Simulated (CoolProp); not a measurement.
Vapour-liquid equilibrium of o-xylene (1) + n-decane (2) at 0.172 bar; x and y are mole fractions of (1).

Values from CoolProp's multi-fluid Helmholtz-energy mixture model, Zhou 2012 and Lemmon 2006; pair parameters Bell 2016.

| x | bubble temperature, mixture model (K) | bubble temperature, Raoult's law (K) | y, mixture model | y, Raoult's law |
|---|---|---|---|---|
| 0.05 | 386.6 | 386.5 | 0.117 | 0.120 |
| 0.15 | 382.7 | 382.6 | 0.314 | 0.318 |
| 0.25 | 379.2 | 379.2 | 0.470 | 0.472 |
| 0.35 | 376.0 | 376.0 | 0.593 | 0.595 |
| 0.45 | 373.1 | 373.2 | 0.692 | 0.694 |
| 0.55 | 370.5 | 370.6 | 0.772 | 0.774 |
| 0.65 | 368.1 | 368.2 | 0.839 | 0.841 |
| 0.75 | 365.9 | 366.0 | 0.894 | 0.896 |
| 0.85 | 363.9 | 363.9 | 0.941 | 0.943 |
| 0.95 | 362.0 | 362.0 | 0.982 | 0.982 |

The largest gap from Raoult's law is -0.1 K in bubble temperature, at x = 0.55. No azeotrope shows between x = 0.05 and 0.95.

The pair parameters rest on a limited set of measurements; away from them the model extrapolates.
